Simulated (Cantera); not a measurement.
A closed system holds: 1 mol Si3H8, 3.2 mol H2, at 1 atm.

Cantera equilibrium calculation (NASA polynomials, part measured and part estimated; ideal gas, pure solids and liquids). Candidate condensed phases: Si; 9 gas species. The feed counts by its element totals alone. Gases not in the tables: Si2H6 and higher silanes. Kinetics and transport are ignored.

x: gas mole fraction; n: condensed amount in mol.

```
T (°C)   x H2       x H    x SiH2     x SiH      x Si   x SiH4  n Si(s)  n Si(l)
------  -----  --------  --------  --------  --------  -------  -------  -------
652      1.00  2.59e-10  8.89e-12    <1e-12    <1e-12  3.33e-7     3.00        0
727      1.00       [?]       [?]    <1e-12    <1e-12      [?]     3.00        0
802     1.000   1.46e-8  7.12e-10    <1e-12    <1e-12  5.05e-7     3.00        0
877     1.000   7.41e-8   4.15e-9  4.12e-12    <1e-12  5.96e-7     3.00        0
952     1.000   3.10e-7   1.95e-8  4.41e-11  3.41e-12  6.89e-7     3.00        0
1027    1.000   1.10e-6   7.65e-8  3.57e-10  4.27e-11  7.84e-7     3.00        0
1102    1.000   3.40e-6   2.58e-7   2.30e-9  4.05e-10  8.80e-7     3.00        0
1177    1.000   9.40e-6   7.69e-7   1.21e-8   3.04e-9  9.76e-7     3.00        0
1252    1.000       [?]       [?]       [?]       [?]      [?]     3.00        0
1327    1.000   5.40e-5   5.01e-6   2.11e-7   9.62e-8  1.17e-6     3.00        0
1402    1.000  0.000115   1.12e-5   7.24e-7   4.28e-7  1.26e-6     3.00        0
1477    1.000  0.000231   2.08e-5   1.97e-6   1.48e-6  1.20e-6        0     3.00
```

Q: Complete the blanks.

A: 
- 1252, x H: 2.35e-5
- 1252, x SiH2: 2.06e-6
- 1252, x SiH: 5.44e-8
- 1252, x Si: 1.86e-8
- 1252, x SiH4: 1.07e-6
- 727, x H: 2.25e-9
- 727, x SiH2: 9.37e-11
- 727, x SiH4: 4.17e-7
